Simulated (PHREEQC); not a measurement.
0.027 g of hydrous ferric oxide (600 m²/g; 0.2 weak and 0.005 strong sites per Fe, Dzombak-Morel constants, diffuse double layer) in 1 kg of water with 0.3 mol/kgw of an inert sodium salt and 2.1e-06 mol/kgw BaCl2, at 25 °C; the pH is set by adding NaOH or the inert anion's acid. Oxygen is held at 0.21 atm. CO2 from the air is kept out. No solid was allowed to form.

The numbers come from PHREEQC with the ion-association model, wateq4f.dat.

```csv
pH,Ba sorbed (%),surface charge σ (C/m²),surface potential ψ (mV)
3,0.0,0.368,126
3.67,0.0,0.359,124
4.33,0.0,[?],120
5,0.0,0.269,110
5.67,0.0,[?],[?]
6.33,0.0,0.121,71
7,[?],0.066,46
7.67,1.9,0.024,[?]
8.33,[?],[?],[?]
9,38.3,-0.048,-36
9.67,60.3,-0.095,-61
10.33,74.0,-0.156,-83
11,87.5,-0.228,-102
```

Q: Some entries are withheld; supply them.

A: 
- 4.33, surface charge σ (C/m²): 0.331
- 5.67, surface charge σ (C/m²): 0.191
- 5.67, surface potential ψ (mV): 93
- 7, Ba sorbed (%): 0.2
- 7.67, surface potential ψ (mV): 19
- 8.33, Ba sorbed (%): 12.4
- 8.33, surface charge σ (C/m²): -0.011
- 8.33, surface potential ψ (mV): -9

Species that the database lacks are ignored. The oxide is taken as insoluble; below pH 4 it would dissolve.
